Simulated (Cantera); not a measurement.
**Thermodynamics of sublimation and decomposition of ceramics, feed SiC + C + H₂**

Input: 1 mol SiC, 0.0095 mol C, 0.054 mol H₂, equilibrated at 1.33 mbar.

Method: chemical equilibrium by Gibbs-energy minimisation in Cantera with the NASA 1993 tables (ideal gas, pure condensed phases). Candidate condensed phases: C, C₆H₆, C₇H₈, C₈H₁₈, Si, SiC; 99 gas species. Ions and electrons are included (thermal ionisation). Rates play no part.

| T (K) | x Si | x C | x SiC₂ | x C₃ | x H | x C₂ | x e- | x Si+ |
|---|---|---|---|---|---|---|---|---|
| 3000 | 0.546 | 0.0273 | 0.238 | 0.0868 | 0.0840 | 0.0123 | 4.12e-5 | 4.19e-5 |
| 3250 | 0.583 | 0.115 | 0.0876 | 0.105 | 0.0723 | 0.0332 | 0.000158 | 0.000160 |
| 3500 | 0.537 | 0.292 | 0.0175 | 0.0493 | 0.0599 | 0.0422 | 0.000470 | 0.000473 |
| 3750 | 0.487 | 0.426 | 0.00181 | 0.00708 | 0.0530 | 0.0221 | 0.00120 | 0.00120 |
| 4000 | 0.472 | 0.462 | 0.000159 | 0.000614 | 0.0513 | 0.00761 | 0.00281 | 0.00281 |
| 4250 | 0.465 | 0.470 | 1.69e-5 | 5.98e-5 | 0.0508 | 0.00266 | 0.00601 | 0.00601 |
| 4500 | 0.455 | 0.470 | 2.22e-6 | 7.23e-6 | 0.0505 | 0.00101 | 0.0118 | 0.0118 |
| 4750 | 0.441 | 0.466 | 3.52e-7 | 1.07e-6 | 0.0499 | 0.000420 | 0.0216 | 0.0215 |
| 5000 | 0.418 | 0.459 | 6.47e-8 | 1.86e-7 | 0.0491 | 0.000187 | 0.0367 | 0.0367 |
x: gas mole fraction; nothing condenses.

From 3000 K to 5000 K nothing is condensed. The main Si-bearing gas is Si throughout.
